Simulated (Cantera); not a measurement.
Input (Python, Cantera) and output of one run.

```python
import numpy as np
import cantera as ct

gas_names = """
    CL CLO CL2 H HCL HOCL HO2 H2 H2O H2O2 O OH O2 O3 Ti TiCL TiCL2 TiCL3 TiCL4 TiO TiOCL TiOCL2 TiO2
""".split()
cond_names = """
    H2O(s) H2O(L) Ti(a) Ti(b) Ti(L) TiCL2(s) TiCL3(s) TiCL4(L) TiO(a) TiO(b) TiO(L) TiO2(ru) TiO2(L)
    Ti2O3(a) Ti2O3(b) Ti2O3(L) Ti3O5(a) Ti3O5(b) Ti3O5(L) Ti4O7(s) Ti4O7(L)
""".split()


# ... load() reads the species with a 1 bar reference pressure and builds the phases ...
atoms = {
    'TiO2': {'Ti': 1, 'O': 2},
    'HCl': {'H': 1, 'CL': 1},
    'O2': {'O': 2},
}
top_T = {'TiCL2(s)': 1300, 'TiCL3(s)': 1000}  # K; cautious upper limits of use, not melting points


# ... equilibrate(T, P, feed) seeds the gas with the atoms and calls Mixture.equilibrate('TP', solver="vcs", rtol=1e-11, max_steps=5000) ...
results = []
feed = {'TiO2': 1, 'HCl': 0.011, 'O2': 1.8}  # mol
T = 848.15  # K
P = 100000  # Pa
mix = equilibrate(T, P, feed)
results.append((T, P, feed, dict(zip(mix.species_names, mix.species_moles))))
print(gas.report(threshold=0.001))
for i in range(1, mix.n_phases):
    print(f"{mix.phase(i).name:16s} {mix.phase_moles(i):12.5e} mol")
```

It prints:

```
       temperature   848.15 K
          pressure   1e+05 Pa
           density   0.45461 kg/m^3
  mean mol. weight   32.059 kg/kmol
   phase of matter   gas

                          1 kg             1 kmol
                     ---------------   ---------------
          enthalpy        5.2398e+05        1.6798e+07  J
   internal energy        3.0401e+05        9.7462e+06  J
           entropy              7432        2.3826e+05  J/K
    Gibbs function       -5.7794e+06       -1.8528e+08  J
 heat capacity c_p            1062.7             34070  J/K
 heat capacity c_v            803.38             25755  J/K

                      mass frac. Y      mole frac. X     chem. pot. / RT
                     ---------------   ---------------   ---------------
               CL2         0.0046152         0.0020868           -34.697
               HCL         0.0021665         0.0019051           -43.232
               H2O         0.0011731         0.0020875           -64.838
                O2           0.99204           0.99392           -26.143
     [  +19 minor]        1.9141e-06        1.5707e-06

Ti(a)             0.00000e+00 mol
TiCL2(s)          0.00000e+00 mol
TiCL3(s)          0.00000e+00 mol
TiCL4(L)          0.00000e+00 mol
TiO(a)            0.00000e+00 mol
TiO2(ru)          1.00000e+00 mol
Ti2O3(b)          0.00000e+00 mol
Ti3O5(b)          0.00000e+00 mol
Ti4O7(s)          0.00000e+00 mol
```

Equilibrium computed with Cantera from the NASA thermochemical tables; the gas is ideal and each condensed phase is pure. Condensed phases not in the tables: TiOCl.
